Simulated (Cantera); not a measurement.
Equilibrium for iron carbonyl, mercury and lead vapours: Pb + H2 + O2

Feed: 1 mol Pb, 0.33 mol H2, 0.021 mol O2, equilibrated at 100000 Pa.

Method: chemical equilibrium by Gibbs-energy minimisation in Cantera with the NASA 1993 tables (ideal gas, pure condensed phases). Candidate condensed phases: H2O, Pb, PbO, PbO2, Pb3O4; 12 gas species. Kinetics and transport are ignored.

```csv
T (K),log p H2,log p H2O,log p Pb,log p H,log p Pb2,n Pb(s),n Pb(l)
598,-0.06,-0.90,-11.34,<-12,<-12,1.00,0
673,-0.06,-0.90,-9.51,<-12,<-12,0,1.00
748,-0.06,-0.90,-8.06,<-12,<-12,0,1.00
823,-0.06,-0.90,-6.87,-11.16,<-12,0,1.00
898,-0.06,-0.90,-5.89,-9.99,<-12,0,1.00
973,-0.06,-0.90,-5.06,-9.00,-10.74,0,1.000
1048,-0.06,-0.90,-4.35,-8.14,-9.55,0,1.000
1123,-0.06,-0.90,-3.74,-7.40,-8.53,0,1.000
1198,-0.06,-0.90,-3.20,-6.75,-7.64,0,1.000
1273,-0.06,-0.90,-2.74,-6.18,-6.86,0,0.999
1348,-0.06,-0.90,-2.32,-5.67,-6.17,0,0.998
1423,-0.06,-0.90,-1.95,-5.21,-5.55,0,0.996
1498,-0.07,-0.91,-1.62,-4.80,-5.00,0,0.992
1573,-0.08,-0.92,-1.32,-4.43,-4.50,0,0.983
```
log p: log10 of the partial pressure in bar; n: condensed amount in mol.

At 598 K the condensed part is Pb(s). From 673 K to 1573 K the condensed part is Pb(l).
